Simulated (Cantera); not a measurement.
Charge: 1 mol Si, 1.8 mol F2, 39 mol H2, equilibrated at 15.0 Pa.

Cantera equilibrium calculation (NASA polynomials, part measured and part estimated; ideal gas, pure solids and liquids). Candidate condensed phases: Si; 25 gas species. The tables' values for SiF3, SiF2 are old estimates; treat these amounts as uncertain. Equilibrium is a limit: real reactors are often held back by kinetics, nucleation or transport. All values below are at 1150 K.

Base state: H2 0.976, SiF4 0.0202, SiF3 0.00212, SiHF3 0.000659, HF 0.000545, SiF2 0.000282, SiH2F2 1.07e-5 (mole fractions); condensed: Si(s).

What changes in the equilibrium state with this change: F2 from 1.8 to 2.7 mol?


```
species       before    after
----------  --------  -------
H2             0.976    0.941
HF          0.000545   0.0344
SiF4          0.0202   0.0245
SiH2F2       1.07e-5  3.03e-9
SiF2        0.000282  8.25e-8
Si(s), mol    0.0719        0
```
The tables' values for SiF3 are old estimates; treat these amounts as uncertain.

What changes in the equilibrium state with this change: pressure from 15.0 Pa to 0.670 bar?


| species | before | after |
|---|---|---|
| H2 | 0.976 | 0.976 |
| SiF4 | 0.0202 | 0.0183 |
| SiHF3 | 0.000659 | 0.00500 |
| SiF3 | 0.00212 | 0.000241 |
| SiH3F | 4.37e-8 | 2.33e-5 |
| SiF2 | 0.000282 | 4.01e-6 |
| SiH2F2 | 1.07e-5 | 0.000683 |
| Si(s), mol | 0.0719 | 0.0340 |
The tables' values for SiF3 are old estimates; treat these amounts as uncertain.
